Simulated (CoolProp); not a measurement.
Vapour pressure (MPa) of methanol: the reference equation beside estimates from Tc = 240.2 °C, pc = 8.216 MPa, ω = 0.565. Clausius-Clapeyron is anchored at 35.45 °C with a constant enthalpy of vaporisation of 36.93 kJ/mol.

Values from CoolProp's reference Helmholtz-energy equation of state, de Reuck 1993.

```csv
T (°C),reference,Lee-Kesler,Clausius-Clapeyron,van der Waals,Redlich-Kwong,Soave-Redlich-Kwong,Peng-Robinson
-25.85,0.0006572,0.0003712,0.0008082,0.1766,0.01090,0.0003709,0.0004488
-10.55,0.002024,0.001331,0.002301,0.2659,0.02530,0.001333,0.001548
4.85,0.005476,0.004064,0.005873,0.3844,0.05251,0.004070,0.004568
20.15,0.01314,0.01070,0.01352,0.5347,0.09865,0.01071,0.01170
35.45,0.02864,0.02506,0.02864,0.7214,0.1715,0.02506,0.02675
50.75,0.05752,0.05312,0.05652,0.9482,0.2798,0.05310,0.05565
66.05,0.1077,0.1035,0.1049,1.219,0.4326,0.1034,0.1068
81.35,0.1900,0.1877,0.1846,1.536,0.6396,0.1876,0.1914
96.65,0.3180,0.3199,0.3100,1.903,0.9105,0.3203,0.3236
112.05,0.5102,0.5186,0.5011,2.325,1.257,0.5205,0.5220
```

Absolute difference from the reference over all 10 rows, mean and median: Lee-Kesler 15.0 and 10.1 %, Clausius-Clapeyron 5.8 and 2.7 %, van der Waals 5726.0 and 1983.7 %, Redlich-Kwong 597.4 and 442.6 %, Soave-Redlich-Kwong 15.0 and 10.1 %, Peng-Robinson 9.8 and 4.9 %.
